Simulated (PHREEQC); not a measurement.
Solution (25 °C and 100 atm): 0.015 mol/kgw H2SO4 and 0.00198 mol/kgw NaCl. Closed to the air; pH follows from the charge balance.

The numbers come from PHREEQC with the ion-association model, phreeqc.dat.

Problem. The ionic strength comes out as 0.0315 mol/kgw. What activity coefficients do Cl-, H+, Na+, SO4-2, HSO4- get?

Solution. Cl- 0.84, H+ 0.87, Na+ 0.85, SO4-2 0.52, HSO4- 0.85.

Precipitation was switched off in this run. Species that the database lacks are ignored. Under pressure, the constants of complexes without a molar volume in the database are unreliable.
